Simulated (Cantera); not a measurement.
Charge: 1 mol SiH₄, 1.1 mol CO₂, equilibrated at 13.3 mbar.

These are equilibrium values from Cantera (NASA tables, ideal gas, pure condensed phases), not measurements of a reactor. Candidate condensed phases: C, C₆H₆, C₇H₈, C₈H₁₈, H₂O, Si, SiC, SiO₂; 123 gas species. Mutual solubility and eutectic melting of coexisting phases are not modelled. The tables hold silica as quartz up to 1696 K and as liquid above; real silica turns to tridymite and cristobalite and melts near 1996 K. Kinetics and transport are ignored. All values below are at 1598 K.

Base state: H₂ 0.654, CO 0.283, SiO 0.0625, H 0.000373, H₂O 1.91e-5 (mole fractions); condensed: SiC(s) + SiO₂(β-quartz).

**Question.** What changes in the equilibrium state with this change: SiH₄ replaced by HMDSO?

**Answer.** 
| species | before | after |
|---|---|---|
| H₂ | 0.654 | 0.737 |
| CO | 0.283 | 0.261 |
| SiO | 0.0625 | 0.000753 |
| C₂H₂ (acetylene) | 2.29e-7 | 1.99e-5 |
| CH₄ | 1.07e-6 | 1.19e-5 |
| H₂O | 1.91e-5 | 2.28e-6 |
| H | 0.000373 | 0.000396 |
| SiC(s), mol | 0.236 | 1.99 |
| SiO₂(β-quartz), mol | 0.573 | 0 |
| C(graphite), mol | 0 | 1.92 |
The feed counts by its element totals alone.
